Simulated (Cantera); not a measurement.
Feed: 1 mol PbO, 0.32 mol H2, held at 10000 Pa.

These are equilibrium values from Cantera (NASA tables, ideal gas, pure condensed phases), not measurements of a reactor. Candidate condensed phases: H2O, Pb, PbO, PbO2, Pb3O4; 12 gas species. Mutual solubility and eutectic melting of coexisting phases are not modelled. Rates play no part.

log p: log10 of the partial pressure in bar; n: condensed amount in mol.

```
T (°C)  log p H2O  log p Pb  log p H2  log p PbO  log p OH  log p Pb2  n Pb(l)  n PbO(red)  n PbO(yellow)
------  ---------  --------  --------  ---------  --------  ---------  -------  ----------  -------------
402         -1.00     -9.47     -5.51       <-13      <-13       <-13    0.320       0.680              0
452         -1.00     -8.47     -5.38          …      <-13       <-13    0.320       0.680              0
502         -1.00     -7.60     -5.26          …      <-13       <-13    0.320           0          0.680
552         -1.00     -6.84     -5.15          …    -12.89       <-13    0.320           0          0.680
602         -1.00     -6.17     -5.05          …    -11.91     -12.61    0.320           0          0.680
652         -1.00     -5.57     -4.96          …    -11.03     -11.60    0.320           0          0.680
702         -1.00     -5.04     -4.87          …    -10.25     -10.71    0.320           0          0.680
752         -1.00     -4.56     -4.79          …     -9.54      -9.90    0.320           0          0.680
```

Q: Complete the blanks.

A: 
- 452, log p PbO: -12.05
- 502, log p PbO: -10.75
- 552, log p PbO: -9.60
- 602, log p PbO: -8.59
- 652, log p PbO: -7.69
- 702, log p PbO: -6.89
- 752, log p PbO: -6.16
